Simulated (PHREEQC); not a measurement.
Consider water at 25 °C with 0.14 mmol/kgw NH4HSO4. Closed to the air; pH follows from the charge balance.

The numbers come from PHREEQC with the ion-association model, phreeqc.dat.

Precipitation was switched off in this run.

Task: Estimate the pH.

Result: pH 3.87.

Task: In which forms is S present?

Result: SO4-2 99 %, HSO4- 1.2 % of the S.
